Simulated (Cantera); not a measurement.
# Si3N4 + C + H2 (sublimation and decomposition of ceramics)

Input: 1 mol Si3N4, 0.0065 mol C, 0.92 mol H2, at 2000 K and 27.0 mbar.

Method: chemical equilibrium by Gibbs-energy minimisation in Cantera with the NASA 1993 tables (ideal gas, pure condensed phases). Candidate condensed phases: C, C6H6, C7H8, C8H18, Si, SiC, Si3N4; 105 gas species. Mutual solubility and eutectic melting of coexisting phases are not modelled. The tables' values for SiN are old estimates; treat these amounts as uncertain. Gases not in the tables: Si2H6 and higher silanes. The numbers say what is thermodynamically allowed, not how fast it happens.

```
Item                                          Value
--------------------------------------  -----------
x(N2)                                         0.682
x(H2)                                         0.311
x(H)                                        0.00552
x(Si)                                       0.00161
x(HCN)                                     0.000372
x(SiH)                                     0.000100
x(Si2N)                                     7.48e-5
x(SiN)                                      5.70e-5
x(Si2C)                                     4.42e-5
n(Si(l))                                   2.99 mol
n(SiC(s))                               0.00521 mol
gas amount                                2.933 mol
log10 activity of C(graphite) (absent)        -1.26
```
